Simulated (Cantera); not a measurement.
## Equilibrium for roasting and sulfation: MgCO₃ + H₂S + H₂O

Feed: 1 mol MgCO₃, 0.1 mol H₂S, 3.6 mol H₂O, at 1 atm.

Method: chemical equilibrium by Gibbs-energy minimisation in Cantera with the NASA 1993 tables (ideal gas, pure condensed phases). Candidate condensed phases: C, C₆H₆, C₇H₈, C₈H₁₈, H₂O, H₂SO₄, Mg, MgCO₃, MgO, Mg(OH)₂, MgS, MgSO₄, S; 130 gas species. Gases not in the tables: S₃ to S₇. Equilibrium is a limit: real reactors are often held back by kinetics, nucleation or transport.

From 1150 K to 1800 K the condensed part is MgO(s).

```tsv
T (K)	x H₂O	x CO₂	x H₂	x CO	x SO₂	x H₂S	n MgO(s)
1150	0.754	0.207	0.0144	0.00468	0.00579	0.0135	1.00
1200	0.751	0.204	0.0175	0.00654	0.00739	0.0117	1.00
1250	0.749	0.202	0.0207	0.00875	0.00918	0.00982	1.00
1300	0.746	0.199	0.0240	0.0113	0.0111	0.00793	1.00
1350	0.743	0.196	0.0270	0.0140	0.0131	0.00613	1.00
1400	0.741	0.193	0.0296	0.0167	0.0149	0.00451	1.00
1450	0.739	0.190	0.0317	0.0194	0.0166	0.00314	1.00
1500	0.738	0.187	0.0331	0.0217	0.0180	0.00206	1.000
1550	0.737	0.185	0.0339	0.0238	0.0190	0.00128	1.000
1600	0.737	0.183	0.0340	0.0254	0.0196	0.000772	1.000
1650	0.737	0.182	0.0338	0.0268	0.0200	0.000456	1.000
1700	0.737	0.181	0.0333	0.0279	0.0202	0.000269	1.000
1750	0.738	0.180	0.0327	0.0288	0.0203	0.000160	1.000
1800	0.739	0.179	0.0321	0.0297	0.0204	9.74e-5	1.000
```
x: gas mole fraction; n: condensed amount in mol.
